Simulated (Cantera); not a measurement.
A perfectly stirred reactor is fed with 1.12 % H₂, 74.3 % O₂, 24.5 % N₂, at 0.0132 atm; it is held at 1325 K, and followed from long to short residence time.

Model: the H2/O2 subset of GRI-Mech 3.0, which has no nitrogen chemistry, integrated in Cantera. Radical loss at walls, strong at low pressure, is not modelled.

One state of this run: x H₂ = 0.000159; x O₂ = 0.735; x OH = 0.00118; x H = 0.000395; x H₂O₂ = 1.59e-8. x: mole fraction; the columns are a selection and need not sum to one.

Problem. Which value of τ (s) does it belong to?
A) 0.043
B) 0.084
C) 0.012
D) 2.2

Solution. B, 0.084
